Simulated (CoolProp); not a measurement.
Vapour pressure (MPa) of R123: the reference equation beside estimates from Tc = 183.7 °C, pc = 3.662 MPa, ω = 0.282. Clausius-Clapeyron is anchored at 68.75 °C with a constant enthalpy of vaporisation of 23.16 kJ/mol.

Computed with CoolProp (reference Helmholtz-energy equation of state, Younglove 1994). It is a modified Benedict-Webb-Rubin equation, recast in Helmholtz form.

```tsv
T (°C)	reference	Lee-Kesler	Clausius-Clapeyron	Redlich-Kwong	Soave-Redlich-Kwong	Peng-Robinson
56.15	0.2556	0.2562	0.2671	0.4082	0.2560	0.2544
60.35	0.2888	0.2896	0.2971	0.4520	0.2894	0.2873
64.55	0.3251	0.3262	0.3296	0.4991	0.3261	0.3234
68.75	0.3647	0.3661	0.3647	0.5495	0.3663	0.3628
72.95	0.4080	0.4097	0.4026	0.6034	0.4101	0.4058
77.15	0.4550	0.4570	0.4434	0.6610	0.4577	0.4527
81.35	0.5059	0.5082	0.4872	0.7222	0.5094	0.5035
85.55	0.5610	0.5636	0.5342	0.7873	0.5654	0.5586
89.65	0.6191	0.6219	0.5831	0.8547	0.6245	0.6166
93.85	0.6831	0.6861	0.6367	0.9278	0.6896	0.6807
98.05	0.7519	0.7551	0.6938	1.005	0.7597	0.7496
102.25	0.8257	0.8291	0.7545	1.087	0.8349	0.8238
106.45	0.9049	0.9083	0.8191	1.172	0.9156	0.9033
```

Absolute difference from the reference over all 13 rows, mean and median: Lee-Kesler 0.4 and 0.4 %, Clausius-Clapeyron 4.6 and 4.5 %, Redlich-Kwong 43.5 and 42.8 %, Soave-Redlich-Kwong 0.7 and 0.7 %, Peng-Robinson 0.4 and 0.5 %.
